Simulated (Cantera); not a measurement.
Input: 1 mol TEOS, 1.8 mol O3, held at 1525 °C and 133 Pa.

Equilibrium computed with Cantera from the NASA thermochemical tables; the gas is ideal and each condensed phase is pure. Candidate condensed phases: C, C6H6, C7H8, C8H18, H2O, Si, SiC, SiO2; 123 gas species. The feed counts by its element totals alone. The tables hold silica as quartz up to 1696 K and as liquid above; real silica turns to tridymite and cristobalite and melts near 1996 K. Kinetics and transport are ignored.

Base state: H2 0.506, CO 0.417, SiO 0.0508, H2O 0.0158, H 0.00687, CO2 0.00342, OH 1.41e-5 (mole fractions); condensed: SiO2(condensed).

**Question.** What changes in the equilibrium state with this change: TEOS replaced by Si2H6?

**Answer.** 
```tsv
species	before	after
H2	0.506	0.525
H2O	0.0158	0.465
H	0.00687	0.00700
CO	0.417	0
SiO	0.0508	0.00179
CO2	0.00342	0
OH	1.41e-5	0.000408
SiO2(condensed), mol	0.0335	1.99
```

**Question.** What changes in the equilibrium state with this change: O3 from 1.8 to 9.5 mol?

**Answer.** 
```json
[
 {"species": "H2O", "before": "0.0158", "after": "0.485"},
 {"species": "CO2", "before": "0.00342", "after": "0.386"},
 {"species": "O2", "before": "2.05e-9", "after": "0.112"},
 {"species": "H2", "before": "0.506", "after": "0.00210"},
 {"species": "CO", "before": "0.417", "after": "0.00636"},
 {"species": "SiO", "before": "0.0508", "after": "6.86e-6"},
 {"species": "O", "before": "1.48e-7", "after": "0.00110"},
 {"species": "OH", "before": "1.41e-5", "after": "0.00672"},
 {"species": "H", "before": "0.00687", "after": "0.000442"},
 {"species": "SiO2(condensed), mol", "before": "0.0335", "after": "1.000"}
]
```
